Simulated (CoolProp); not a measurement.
Computed with CoolProp (reference Helmholtz-energy equation of state, Guder 2009).

Question: For sulfur hexafluoride, give the phase and the Z, cv (kJ/(kg K)), speed of sound (m/s), viscosity (µPa s) at 228.6 K and 2.82 MPa.

Answer: 
- 228.6 K and 2.82 MPa: liquid; Z 0.118, cv 0.538, speed of sound 546, viscosity 397

Viscosity comes from a separate model (Quiñones-Cisneros 2012).
